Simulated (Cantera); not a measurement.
A Cantera script and its output.

```python
import numpy as np
import cantera as ct

gas = ct.Solution("gri30.yaml")
gas.TPX = 1623, 790, {'C3H8': 1, 'H2': 32}
reactor = ct.IdealGasConstPressureReactor(gas, energy="off", clone=False)
net = ct.ReactorNet([reactor])
net.rtol, net.atol = 1e-08, 1e-18
show = ['C3H8', 'H2', 'H', 'CH3', 'CH4', 'C2H']
times = np.geomspace(4e-05, 2, 10)

steps = ct.SolutionArray(gas, extra=["t"])
rows = []
print(f"{'t/s':>10s}{'T/K':>9s}{'P/Pa':>11s}" + "".join(f"{s:>11s}" for s in show))
for t in times:
    while net.time < t:
        t_next = net.step()
        steps.append(gas.state, t=t_next)
    rows.append([np.interp(t, steps.t, y) for y in (steps.T, steps.P, *steps(*show).X.T)])
    print(f"{t:10.3e}{rows[-1][0]:9.1f}{rows[-1][1]:11.4g}" + "".join(f"{x:11.3e}" for x in rows[-1][2:]))
rate = np.gradient(steps.T, steps.t)
print("integrator steps:", len(steps.t))
if steps.T.max() > steps.T[0] + 200:
    print(f"time of steepest temperature rise: {steps.t[rate.argmax()]:.4e} s")
gas.TPX = 1623, 790, {'C3H8': 1, 'H2': 32}
gas.equilibrate("TP")
print(f"equilibrium (TP): T = {gas.T:.1f} K  " + "  ".join(f"{s} {gas[s].X[0]:.3e}" for s in show))
```

Output:

```
       t/s      T/K       P/Pa       C3H8         H2          H        CH3        CH4        C2H
 4.000e-05   1623.0        790  2.915e-02  9.684e-01  2.976e-04  9.266e-04  1.848e-04  6.306e-14
 1.331e-04   1623.0        790  2.472e-02  9.631e-01  1.098e-03  3.816e-03  2.396e-03  4.144e-11
 4.429e-04   1623.0        790  6.733e-03  9.410e-01  4.130e-03  7.539e-03  2.056e-02  1.533e-08
 1.474e-03   1623.0        790  3.619e-06  9.341e-01  4.118e-03  3.084e-03  3.327e-02  1.793e-07
 4.903e-03   1623.0        790  3.916e-09  9.368e-01  2.069e-03  1.532e-03  3.405e-02  1.638e-07
 1.632e-02   1623.0        790  1.433e-09  9.382e-01  1.264e-03  9.238e-04  3.386e-02  1.249e-07
 5.429e-02   1623.0        790  6.633e-10  9.392e-01  9.098e-04  6.481e-04  3.305e-02  9.565e-08
 1.806e-01   1623.0        790  2.840e-10  9.404e-01  6.640e-04  4.495e-04  3.142e-02  7.217e-08
 6.011e-01   1623.0        790  1.539e-10  9.423e-01  5.899e-04  3.566e-04  2.811e-02  6.776e-08
 2.000e+00   1623.0        790  6.890e-11  9.463e-01  6.185e-04  2.757e-04  2.080e-02  7.920e-08
integrator steps: 1031
equilibrium (TP): T = 1623.0 K  C3H8 4.108e-15  H2 9.574e-01  H 7.662e-04  CH3 6.094e-06  CH4 3.750e-04  C2H 1.259e-07
```

Computed with Cantera and GRI-Mech 3.0 (53 species, 325 reactions). GRI-Mech 3.0 was tuned for natural gas; its chemistry of propane as a main component is partial and can be far from experiment. GRI-Mech 3.0 stops at C3 and has no aromatics, soot or wall deposition, so with more carbon than oxygen in the feed, carbon stays in small species such as C2H2 where larger ones or solid carbon would form. Radical loss at walls, strong at low pressure, is not modelled.
